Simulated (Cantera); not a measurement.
An isothermal, constant-pressure homogeneous reactor starts with 47.6 % C2H4, 52.4 % H2, at 1623 K and 0.0365 atm.

Computed with Cantera and GRI-Mech 3.0 (53 species, 325 reactions). GRI-Mech 3.0 was tuned for natural gas; its chemistry of ethylene as a main component is partial and can be far from experiment. GRI-Mech 3.0 stops at C3 and has no aromatics, soot or wall deposition, so with more carbon than oxygen in the feed, carbon stays in small species such as C2H2 where larger ones or solid carbon would form. Radical loss at walls, strong at low pressure, is not modelled.

One state of this run: x C2H4 = 0.435; x H2 = 0.537; x C2H = 2.49e-9; x C2H2 = 0.0277; x CH2 = 5.03e-9; x CH4 = 3.68e-6. x: mole fraction; the columns are a selection and need not sum to one.

Which value of t (s) does it belong to?
A. 3.18
B. 0.110
C. 0.00378
D. 0.0357

C, 0.00378
